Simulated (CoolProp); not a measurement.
A simple Rankine cycle with propyne: condensing at 321.15 K, boiler at 3.07 MPa, turbine inlet 408.7 K, turbine efficiency 0.8, pump efficiency 0.6, no recuperator. Each further row changes one setting.

The numbers come from the reference Helmholtz-energy equation of state, Polt 1992 in CoolProp. This equation is an older, rougher fit; its heat capacities, sound speeds and derivatives of the liquid may be far off and weren't checked against measurements.

| case | thermal efficiency (%) | net work (kJ/kg) | heat in (kJ/kg) | turbine exit temperature (K) | volume ratio over the turbine |
|---|---|---|---|---|---|
| as stated | [?] | [?] | 554 | 358.5 | 2.81 |
| turbine inlet 428.7 K | 9.1 | [?] | 600 | 379.9 | [?] |
| condensing temperature 313.15 K | 10.4 | 59.7 | [?] | [?] | 3.41 |
| boiler pressure 2.15 MPa | 6.3 | 36.4 | 577 | 377.6 | 1.95 |
| turbine efficiency 0.7 | [?] | 42.7 | 554 | 362.1 | 2.85 |

Question: Some entries are withheld; supply them.

Answer: 
- as stated, thermal efficiency (%): 9.0
- as stated, net work (kJ/kg): 49.7
- turbine inlet 428.7 K, net work (kJ/kg): 54.7
- turbine inlet 428.7 K, volume ratio over the turbine: 2.77
- condensing temperature 313.15 K, heat in (kJ/kg): 574
- condensing temperature 313.15 K, turbine exit temperature (K): 350.0
- turbine efficiency 0.7, thermal efficiency (%): 7.7
